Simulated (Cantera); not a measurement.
Feed: 1 mol SiH2Cl2, 0.12 mol NH3, 20 mol N2, at 0.0100 bar.

These are equilibrium values from Cantera (NASA tables, ideal gas, pure condensed phases), not measurements of a reactor. Candidate condensed phases: NH4Cl, Si, Si3N4; 28 gas species. The tables' values for SiCl, SiCl3, SiN are old estimates; treat these amounts as uncertain. Rates play no part. All values below are at 1652 °C.

Base state: N2 0.899, H2 0.0406, SiCl2 0.0326, HCl 0.0225, H 0.00193, Si 0.00174, SiCl 0.000839, Cl 0.000801 (mole fractions); condensed: Si(l).

Problem. What changes in the equilibrium state with this change: NH3 from 0.12 to 1.6 mol?

Solution. 
```
species       before     after
----------  --------  --------
N2             0.899     0.822
H2            0.0406     0.117
HCl           0.0225    0.0319
SiCl2         0.0326    0.0228
SiCl3       0.000110   6.43e-5
H            0.00193   0.00327
SiH          2.86e-5   4.84e-5
Cl          0.000801  0.000671
Si(l), mol     0.207     0.352
```

Problem. What changes in the equilibrium state with this change: NH3 from 0.12 to 2.5 mol?

Solution. 
```json
[
 {"species": "N2", "before": "0.899", "after": "0.784"},
 {"species": "H2", "before": "0.0406", "after": "0.156"},
 {"species": "HCl", "before": "0.0225", "after": "0.0339"},
 {"species": "SiCl2", "before": "0.0326", "after": "0.0192"},
 {"species": "SiH2", "before": "2.77e-6", "after": "1.07e-5"},
 {"species": "SiCl3", "before": "0.000110", "after": "4.98e-5"},
 {"species": "H", "before": "0.00193", "after": "0.00378"},
 {"species": "Si(l), mol", "before": "0.207", "after": "0.404"}
]
```
Gases not in the tables: Si2H6 and higher silanes.
